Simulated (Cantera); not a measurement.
## Equilibrium for thermal oxidation and active oxidation of silicon: Si + H2O + N2

Feed: 1 mol Si, 0.01 mol H2O, 220 mol N2, at 2.80 mbar.

Equilibrium computed with Cantera from the NASA thermochemical tables; the gas is ideal and each condensed phase is pure. Candidate condensed phases: H2O, Si, SiO2, Si2N2O, Si3N4; 35 gas species. N2 is the only nitrogen source here; it is nearly inert below about 1500 K, so the nitride shown seldom forms there in practice. Mutual solubility and eutectic melting of coexisting phases are not modelled. The tables' values for SiN are old estimates; treat these amounts as uncertain. Rates play no part.

```
T (K)  log p N2  log p Si  log p H  log p SiN  log p Si2N  n Si2N2O(s)  n Si3N4(s)  n Si(l)
-----  --------  --------  -------  ---------  ----------  -----------  ----------  -------
1023      -2.55      <-14   -11.83       <-14        <-14       0.0100       0.327        0
1123      -2.55      <-14   -10.82       <-14        <-14       0.0100       0.327        0
1223      -2.55      <-14    -9.97       <-14        <-14      0.01000       0.327        0
1323      -2.55    -12.38    -9.25     -13.18        <-14      0.00997       0.327        0
1423      -2.55    -10.46    -8.63     -11.48      -12.99      0.00858       0.327        0
1523      -2.55     -8.80    -8.09     -10.01      -10.87            0       0.330        0
1623      -2.55     -7.34    -7.63      -8.72       -9.02            0       0.329        0
1723      -2.55     -6.06    -7.24      -7.58       -7.39            0       0.304        0
1823      -2.55     -5.35    -6.94      -7.01       -6.82            0           0    0.604
1923      -2.55     -4.93    -6.75      -6.71       -6.71            0           0        0
2023      -2.55     -4.91    -6.65      -6.80       -7.36            0           0        0
2123      -2.55     -4.91    -6.61      -6.89       -7.96            0           0        0
2223      -2.55     -4.91    -6.60      -6.98       -8.51            0           0        0
```
log p: log10 of the partial pressure in bar; n: condensed amount in mol.

From 1023 K to 1423 K the condensed part is Si2N2O(s) + Si3N4(s). From 1523 K to 1723 K the condensed part is Si3N4(s). At 1823 K the condensed part is Si(l). From 1923 K to 2223 K nothing is condensed.
